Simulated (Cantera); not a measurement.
An isothermal, constant-pressure homogeneous reactor starts with CH₄ : H₂ = 1 : 10 (molar parts), at 1875 K and 38.3 Torr.

Detailed kinetics in Cantera: GRI-Mech 3.0 (53 species, 325 reactions). GRI-Mech 3.0 stops at C3 and has no aromatics, soot or wall deposition, so with more carbon than oxygen in the feed, carbon stays in small species such as C2H2 where larger ones or solid carbon would form.

x: mole fraction; the columns are a selection and need not sum to one.

| t (s) | x CH₄ | x H₂ | x C₂H₂ | x CH₃ | x H | x C₂H₄ |
|---|---|---|---|---|---|---|
| 2.00e-6 | 0.0909 | 0.909 | <1e-12 | [?] | 1.90e-6 | <1e-12 |
| 5.79e-6 | 0.0909 | 0.909 | <1e-12 | [?] | 4.93e-6 | 6.12e-12 |
| 1.68e-5 | 0.0909 | 0.909 | <1e-12 | [?] | 1.27e-5 | 3.26e-10 |
| 4.85e-5 | 0.0908 | 0.909 | 5.26e-11 | [?] | 3.47e-5 | 1.24e-8 |
| 0.000140 | 0.0907 | 0.909 | 5.33e-9 | [?] | 9.85e-5 | 3.54e-7 |
| 0.000406 | 0.0903 | 0.909 | 5.47e-7 | [?] | 0.000283 | 8.64e-6 |
| 0.00118 | 0.0888 | 0.909 | 5.79e-5 | [?] | 0.000801 | 0.000158 |
| 0.00340 | 0.0806 | 0.911 | 0.00250 | [?] | 0.00174 | 0.000739 |
| 0.00985 | 0.0574 | 0.924 | 0.0136 | [?] | 0.00206 | 0.000480 |
| 0.0285 | 0.0294 | 0.939 | 0.0273 | [?] | 0.00228 | 0.000154 |
| 0.0825 | 0.0108 | 0.950 | 0.0363 | [?] | 0.00256 | 4.59e-5 |
| 0.239 | 0.00339 | 0.954 | 0.0399 | [?] | 0.00276 | 2.98e-5 |
| 0.691 | 0.00110 | 0.955 | 0.0410 | [?] | 0.00284 | 2.85e-5 |
| 2.00 | 0.000448 | 0.955 | 0.0414 | [?] | 0.00286 | 2.85e-5 |

Task: Fill in the missing entries.

Result: 
- 2.00e-6, x CH₃: 2.26e-6
- 5.79e-6, x CH₃: 7.12e-6
- 1.68e-5, x CH₃: 2.22e-5
- 4.85e-5, x CH₃: 6.62e-5
- 0.000140, x CH₃: 0.000193
- 0.000406, x CH₃: 0.000557
- 0.00118, x CH₃: 0.00155
- 0.00340, x CH₃: 0.00304
- 0.00985, x CH₃: 0.00254
- 0.0285, x CH₃: 0.00142
- 0.0825, x CH₃: 0.000581
- 0.239, x CH₃: 0.000196
- 0.691, x CH₃: 6.53e-5
- 2.00, x CH₃: 2.68e-5
